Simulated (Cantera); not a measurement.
A perfectly stirred reactor is fed with 3.38 % H2, 96.6 % O2, equivalence ratio 0.018, at 10.00 Torr; it is held at 923 K, and followed from long to short residence time.

Detailed kinetics in Cantera: the H2/O2 subset of GRI-Mech 3.0, which has no nitrogen chemistry. Radical loss at walls, strong at low pressure, is not modelled. Below about 950 K walls govern HO2 and H2O2 in real vessels. The temperature is held fixed by assumption; the heat of reaction is taken as removed at once.

Predict: x(H2) at τ = 7.50 s; x(O2) at τ = 7.50 s; x(H2O) at τ = 7.50 s; x(OH) at τ = 7.50 s; x(HO2) at τ = 7.50 s; x(H2) at τ = 0.150 s; x(O2) at τ = 0.150 s; x(H2O) at τ = 0.150 s; x(OH) at τ = 0.150 s; x(HO2) at τ = 0.150 s.

x(H2) at τ = 7.50 s: 0.000219
x(O2) at τ = 7.50 s: 0.965
x(H2O) at τ = 7.50 s: 0.0341
x(OH) at τ = 7.50 s: 9.48e-5
x(HO2) at τ = 7.50 s: 1.70e-6
x(H2) at τ = 0.150 s: 0.00185
x(O2) at τ = 0.150 s: 0.963
x(H2O) at τ = 0.150 s: 0.0319
x(OH) at τ = 0.150 s: 0.000492
x(HO2) at τ = 0.150 s: 5.82e-6
